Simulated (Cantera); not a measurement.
Input (Python, Cantera) and output of one run.

```python
import numpy as np
import cantera as ct

gas_names = """
    CL CL2 H HCL H2 Si SiCL SiCL2 SiCL3 SiCL4 SiH SiHCL3 SiH2 SiH2CL2 SiH3 SiH3CL SiH4 Si2 Si3
""".split()
cond_names = """
    Si(cr) Si(L)
""".split()


# ... load() reads the species with a 1 bar reference pressure and builds the phases ...
atoms = {
    'Si': {'Si': 1},
    'HCl': {'H': 1, 'CL': 1},
    'H2': {'H': 2},
}
top_T = {}  # K; cautious upper limits of use, not melting points


# ... equilibrate(T, P, feed) seeds the gas with the atoms and calls Mixture.equilibrate('TP', solver="vcs", rtol=1e-11, max_steps=5000) ...
results = []
feed = {'Si': 1, 'HCl': 2.8, 'H2': 5.1}  # mol
T = 525  # K
P = 13332.2  # Pa
mix = equilibrate(T, P, feed)
results.append((T, P, feed, dict(zip(mix.species_names, mix.species_moles))))
print(gas.report(threshold=1e-06))
for i in range(1, mix.n_phases):
    print(f"{mix.phase(i).name:16s} {mix.phase_moles(i):12.5e} mol")
```

It prints:

```
       temperature   525 K
          pressure   13332 Pa
           density   0.057207 kg/m^3
  mean mol. weight   18.73 kg/kmol
   phase of matter   gas

                          1 kg             1 kmol
                     ---------------   ---------------
          enthalpy       -3.0319e+06       -5.6787e+07  J
   internal energy       -3.2649e+06       -6.1152e+07  J
           entropy             10245        1.9188e+05  J/K
    Gibbs function       -8.4103e+06       -1.5752e+08  J
 heat capacity c_p            1951.5             36552  J/K
 heat capacity c_v            1507.6             28238  J/K

                      mass frac. Y      mole frac. X     chem. pot. / RT
                     ---------------   ---------------   ---------------
               HCL        1.4014e-05        7.1996e-06           -57.952
                H2          0.096168           0.89347           -18.313
             SiCL4           0.66374          0.073178           -197.79
            SiHCL3           0.23704           0.03278           -158.15
           SiH2CL2          0.003028        0.00056152           -118.51
            SiH3CL        6.0794e-06        1.7108e-06           -78.872
     [  +13 minor]          1.05e-07        1.6786e-08

Si(cr)            2.39491e-01 mol
```

Method: chemical equilibrium by Gibbs-energy minimisation in Cantera with the NASA 1993 tables (ideal gas, pure condensed phases).
